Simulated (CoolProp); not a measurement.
c-C4F8 (RC318) at 425.89 K and 0.226 MPa is compressed adiabatically to 0.985 MPa with isentropic efficiency 0.85. Each further row changes one setting.

The numbers come from the reference Helmholtz-energy equation of state, Platzer 1990 in CoolProp. This equation is an older, rougher fit.

```
case             work (kJ/kg)  final temperature (K)  final density (kg/m³)
---------------  ------------  ---------------------  ---------------------
as stated                 ___                    ___                    ___
efficiency 1              ___                  456.2                    ___
efficiency 0.65          39.9                    ___                    ___
```

Problem. Fill in the missing entries.

Solution. 
- as stated, work (kJ/kg): 30.5
- as stated, final temperature (K): 460.7
- as stated, final density (kg/m³): 55.0
- efficiency 1, work (kJ/kg): 25.9
- efficiency 1, final density (kg/m³): 55.7
- efficiency 0.65, final temperature (K): 469.9
- efficiency 0.65, final density (kg/m³): 53.7
